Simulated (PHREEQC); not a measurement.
Phosphoric acid bath: speciation

A solution holds 0.025 mol H3PO4, 0.00078 mol K2HPO4 and 0.035 mol H3AsO4 per kg of water, at 20 °C. Closed to the air; pH follows from the charge balance.

Equilibrium calculation in PHREEQC: ion-association model, wateq4f.dat.

This is a speciation only: nothing precipitates in the calculation.

What pH does the model give?

pH 1.81.

In which forms is As present?

H3AsO4 72 %, H2AsO4- 28 % of the As.

H3PO4, which wateq4f.dat lacks, is added to it with the constant of phreeqc.dat.
